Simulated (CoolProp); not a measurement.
Isobutene along the isobar 190 bar: fugacity coefficient from the reference equation and from simpler models built on Tc = 418.1 K, pc = 40.16 bar, ω = 0.193; each cubic takes its own stable root.

Computed with CoolProp (reference Helmholtz-energy equation of state, Lemmon 2005). It is a short technical equation, of lower accuracy than the large ones.

```csv
T (K),phase,reference,van der Waals,Redlich-Kwong,Soave-Redlich-Kwong,Peng-Robinson
238.4,liquid,0.003417,0.04436,0.005837,0.003587,0.003365
251.8,liquid,0.006207,0.05702,0.01015,0.006524,0.006062
265.2,liquid,0.01048,0.07139,0.01640,0.01104,0.01018
278.6,liquid,0.01663,0.08737,0.02493,0.01757,0.01611
292,liquid,0.02502,0.1049,0.03602,0.02654,0.02423
305.4,liquid,0.03600,0.1238,0.04984,0.03833,0.03488
318.8,liquid,0.04980,0.1439,0.06645,0.05322,0.04832
332.2,liquid,0.06658,0.1651,0.08583,0.07141,0.06474
345.6,liquid,0.08641,0.1873,0.1079,0.09299,0.08423
359,liquid,0.1093,0.2103,0.1323,0.1179,0.1068
372.4,liquid,0.1350,0.2340,0.1590,0.1461,0.1323
385.8,liquid,0.1634,0.2582,0.1876,0.1772,0.1605
```
